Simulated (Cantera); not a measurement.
A perfectly stirred reactor is fed with H2 : O2 = 0.096 : 1 (molar parts), at 440 Pa; it is held at 1200 K, and followed from long to short residence time.

Computed with Cantera and the H2/O2 subset of GRI-Mech 3.0, which has no nitrogen chemistry. Radical loss at walls, strong at low pressure, is not modelled. The temperature is held fixed by assumption; the heat of reaction is taken as removed at once.

**Question.** Predict: x(H2) at τ = 0.980 s; x(O2) at τ = 0.980 s; x(HO2) at τ = 0.980 s; x(H2O) at τ = 0.980 s; x(H) at τ = 0.980 s; x(H2) at τ = 26.0 ms; x(O2) at τ = 26.0 ms; x(HO2) at τ = 26.0 ms; x(H2O) at τ = 26.0 ms; x(H) at τ = 26.0 ms.

**Answer.** 
```json
{
 "x(H2) at τ = 0.980 s": "0.000805",
 "x(O2) at τ = 0.980 s": "0.893",
 "x(HO2) at τ = 0.980 s": "1.38e-6",
 "x(H2O) at τ = 0.980 s": "0.0870",
 "x(H) at τ = 0.980 s": "0.00277",
 "x(H2) at τ = 26.0 ms": "0.00436",
 "x(O2) at τ = 26.0 ms": "0.858",
 "x(HO2) at τ = 26.0 ms": "1.76e-6",
 "x(H2O) at τ = 26.0 ms": "0.0714",
 "x(H) at τ = 26.0 ms": "0.0186"
}
```
